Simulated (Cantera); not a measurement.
An adiabatic, constant-pressure homogeneous reactor starts with H2 : O2 : N2 = 1 : 0.385 : 3.81 (molar parts), at 1225 K and 5.82 atm. Integrator tolerance rtol = 1e-08.

Computed with Cantera and the H2/O2 subset of GRI-Mech 3.0, which has no nitrogen chemistry. The hydrogen kinetics of GRI-Mech 3.0 are dated; newer H2 mechanisms differ, most at raised pressure.

Task: What does this change do: initial temperature 1225 to 1150 K?

Result: 
| quantity | before | after |
|---|---|---|
| time of steepest temperature rise | 21.7 µs | 0.119 ms |
| temperature at 3.00 s | 2280 K | 2213 K |
| equilibrium temperature | 2280 K | 2213 K |
| x(H2) at 3.00 s | 0.0476 (gas-phase equilibrium 0.0476) | 0.0477 (gas-phase equilibrium 0.0477) |
| x(O2) at 3.00 s | 6.57e-6 (gas-phase equilibrium 6.57e-6) | 2.96e-6 (gas-phase equilibrium 2.96e-6) |
| x(H2O2) at 3.00 s | 4.17e-9 (gas-phase equilibrium 4.17e-9) | 2.35e-9 (gas-phase equilibrium 2.35e-9) |
| x(H) at 3.00 s | 0.000788 (gas-phase equilibrium 0.000788) | 0.000550 (gas-phase equilibrium 0.000550) |
| x(H2O) at 3.00 s | 0.160 (gas-phase equilibrium 0.160) | 0.160 (gas-phase equilibrium 0.160) |
| x(HO2) at 3.00 s | 6.29e-9 (gas-phase equilibrium 6.29e-9) | 2.80e-9 (gas-phase equilibrium 2.80e-9) |
| x(OH) at 3.00 s | 0.000413 (gas-phase equilibrium 0.000413) | 0.000262 (gas-phase equilibrium 0.000262) |
